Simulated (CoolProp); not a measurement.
Vapour-liquid equilibrium of R134a (1) + cyclopropane (2) at 18.9 bar; x and y are mole fractions of (1).

Computed with CoolProp (multi-fluid Helmholtz-energy mixture model, Tillner-Roth 1994 and Polt 1992; pair parameters Bell 2016). This equation is an older, rougher fit; its heat capacities, sound speeds and derivatives of the liquid may be far off and weren't checked against measurements.

```
x     bubble temperature (K)  y at the bubble point  dew temperature at overall composition x (K)  liquid density (mol/L)
----  ----------------------  ---------------------  --------------------------------------------  ----------------------
0.05                   335.1                  0.097                                         336.8                   12.89
0.15                   330.5                  0.234                                         333.2                   12.54
0.25                   328.1                  0.326                                         330.1                   12.16
0.35                   326.9                  0.396                                         327.6                   11.79
0.45                   326.4                  0.458                                         326.4                   11.47
0.55                   326.6                  0.521                                         326.9                   11.18
0.65                   327.4                  0.590                                         328.5                   10.93
0.75                   329.0                  0.673                                         330.9                   10.69
0.85                   331.7                  0.779                                         333.7                   10.46
0.95                   335.6                  0.917                                         336.6                   10.20
```

y crosses x between x = 0.45 and 0.55: the model has an azeotrope there.

Pair parameters are fitted to limited data, so mixtures are less certain than the pure fluids.
